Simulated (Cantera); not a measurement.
An isothermal, constant-pressure homogeneous reactor starts with CO : O₂ : H₂O : N₂ = 0.0055 : 0.019 : 0.0002 : 1 (molar parts), at 1273 K and 75.0 Torr. Integrator tolerance rtol = 1e-08.

Cantera simulation using GRI-Mech 3.0 (53 species, 325 reactions); the numbers are that mechanism's predictions, not measurements.

What does this change do: temperature 1273 to 950 K?


```tsv
quantity	before	after
x(CO) at 2.00 s	1.24e-5 (gas-phase equilibrium 1.20e-8)	0.00470 (gas-phase equilibrium 1.38e-12)
x(O₂) at 2.00 s	0.0159 (gas-phase equilibrium 0.0158)	0.0182 (gas-phase equilibrium 0.0159)
x(H₂O) at 2.00 s	0.000192 (gas-phase equilibrium 0.000196)	0.000187 (gas-phase equilibrium 0.000196)
x(NO) at 2.00 s	1.27e-6 (gas-phase equilibrium 0.000102)	1.41e-9 (gas-phase equilibrium 5.41e-6)
x(HO₂) at 2.00 s	3.24e-8 (gas-phase equilibrium 1.03e-10)	2.86e-7 (gas-phase equilibrium 1.44e-12)
x(NO₂) at 2.00 s	1.62e-9 (gas-phase equilibrium 1.07e-7)	1.84e-12 (gas-phase equilibrium 3.64e-8)
```
